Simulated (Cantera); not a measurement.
Low-pressure radical oxidation in H2/O2

A perfectly stirred reactor is fed with 1.96 % H₂, 98.0 % O₂, equivalence ratio 0.010, at 0.00220 bar; it is held at 1425 K, and followed from long to short residence time.

Cantera simulation using GRI-Mech 3.0 (53 species, 325 reactions); the numbers are that mechanism's predictions, not measurements. Radical loss at walls, strong at low pressure, is not modelled.

```csv
τ (s),x H₂,x O₂,x HO₂,x H₂O₂,x O
2.3,0.000135,0.965,1.10e-7,2.94e-9,0.0133
1.0,0.000168,0.964,1.17e-7,3.06e-9,0.0149
0.47,0.000213,0.963,1.20e-7,3.17e-9,0.0156
0.21,0.000304,0.963,1.24e-7,3.32e-9,0.0159
0.098,0.000484,0.963,1.29e-7,3.56e-9,0.0158
0.044,0.000876,0.963,1.37e-7,4.02e-9,0.0153
0.020,0.00167,0.964,1.47e-7,4.72e-9,0.0142
0.0092,0.00323,0.965,1.57e-7,5.52e-9,0.0124
0.0042,0.00624,0.968,1.61e-7,5.86e-9,0.00946
```
x: mole fraction; the columns are a selection and need not sum to one.
